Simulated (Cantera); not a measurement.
A perfectly stirred reactor is fed with 1.16 % CH4, 97.0 % H2, 1.84 % CO2, at 0.0691 atm; it is held at 2525 K, and followed from long to short residence time.

Computed with Cantera and GRI-Mech 3.0 (53 species, 325 reactions).

One state of this run: x CH4 = 0.00103; x H2 = 0.924; x CO2 = 0.000318; x CO = 0.0215; x O = 2.78e-6. x: mole fraction; the columns are a selection and need not sum to one.

Problem. Which value of τ (s) does it belong to?
(A) 0.00027
(B) 0.027
(C) 0.27
(D) 0.0058

Solution. D, 0.0058
